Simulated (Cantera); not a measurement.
An adiabatic, constant-pressure homogeneous reactor starts with 26.8 % H2, 15.4 % O2, 57.8 % N2, at 1375 K and 300 Torr.

Model: GRI-Mech 3.0 (53 species, 325 reactions), integrated in Cantera.

Task: Predict: time of steepest temperature rise; temperature at 9.00 s; equilibrium temperature; x(H2) at 9.00 s; x(O2) at 9.00 s; x(H2O) at 9.00 s; x(NO2) at 9.00 s; x(O) at 9.00 s; x(OH) at 9.00 s; x(HO2) at 9.00 s.

Result: 
```json
{
 "time_of_steepest_temperature_rise": "50.4 µs",
 "temperature at 9.00 s": "2696 K",
 "equilibrium_temperature": "2696 K",
 "x(H2) at 9.00 s": "0.0338 (gas-phase equilibrium 0.0338)",
 "x(O2) at 9.00 s": "0.0262 (gas-phase equilibrium 0.0262)",
 "x(H2O) at 9.00 s": "0.240 (gas-phase equilibrium 0.240)",
 "x(NO2) at 9.00 s": "1.65e-6 (gas-phase equilibrium 1.65e-6)",
 "x(O) at 9.00 s": "0.00913 (gas-phase equilibrium 0.00913)",
 "x(OH) at 9.00 s": "0.0296 (gas-phase equilibrium 0.0296)",
 "x(HO2) at 9.00 s": "5.92e-6 (gas-phase equilibrium 5.92e-6)"
}
```
